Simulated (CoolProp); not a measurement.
A closed Brayton cycle with carbon dioxide: compressor inlet 315.15 K and 8.1 MPa, high pressure 20.7 MPa, turbine inlet 810 K, compressor efficiency 0.89, turbine efficiency 0.85, recuperator effectiveness 0.95 (on enthalpy, no pinch check). Each further row changes one setting.

The numbers come from the reference Helmholtz-energy equation of state, Span 1996 in CoolProp.

| case | thermal efficiency (%) | net work (kJ/kg) | compressor to turbine work | compressor exit (K) | turbine exit (K) |
|---|---|---|---|---|---|
| as stated | 34.5 | 75.7 | 0.34 | 384.1 | 704.9 |
| turbine inlet 760 K | … | … | … | 384.1 | 658.6 |
| compressor inlet 325.15 K | 33.4 | 68.0 | 0.40 | 403.4 | 704.9 |
| high pressure 17.6 MPa | … | 65.2 | 0.32 | 372.0 | … |
| recuperator effectiveness 0.5 | … | 75.7 | 0.34 | 384.1 | 704.9 |

Q: Some entries are withheld; supply them.

A: 
- turbine inlet 760 K, thermal efficiency (%): 32.5
- turbine inlet 760 K, net work (kJ/kg): 67.7
- turbine inlet 760 K, compressor to turbine work: 0.36
- high pressure 17.6 MPa, thermal efficiency (%): 33.5
- high pressure 17.6 MPa, turbine exit (K): 722.6
- recuperator effectiveness 0.5, thermal efficiency (%): 19.6
